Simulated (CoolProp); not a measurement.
Model: reference Helmholtz-energy equation of state, Thol 2022, in CoolProp.

Problem. For vinyl chloride, give the phase and the Z, expansivity (1/kK) at 156.85 °C and 32.3 bar.

Solution. 
- 156.85 °C and 32.3 bar: gas; Z 0.782, expansivity 5.20
